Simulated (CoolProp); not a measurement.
Vapour-liquid equilibrium of dimethyl ether (1) + methanol (2) at 740 kPa; x and y are mole fractions of (1).

Model: multi-fluid Helmholtz-energy mixture model, Wu 2011 and de Reuck 1993; pair parameters Bell 2016, in CoolProp.

Question: Give the bubble temperature and the first vapour's composition at x = 0.425, 0.65, 0.725. Is there an azeotrope?

Answer: x = 0.425: 327.3 K, y = 0.926; x = 0.65: 317.9 K, y = 0.960; x = 0.725: 315.5 K, y = 0.968. No azeotrope shows between x = 0.05 and 0.95.

The pair parameters rest on a limited set of measurements; away from them the model extrapolates.
